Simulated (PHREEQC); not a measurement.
Consider water at 25 °C with 0.17 mol LiBr and 0.00056 mol K2SiO3 per kg of water. Closed to the air; pH follows from the charge balance.

Computed with PHREEQC (ion-association model, phreeqc.dat).

No solid was allowed to form.

Q: Order these Si species by the share of Si that they hold, largest first: H3SiO4-, H2SiO4-2, H4SiO4.

A: H3SiO4- (90 %), H4SiO4 (9.8 %), H2SiO4-2 (0.60 %)

The pH is 10.64 and the ionic strength 0.171 mol/kgw.
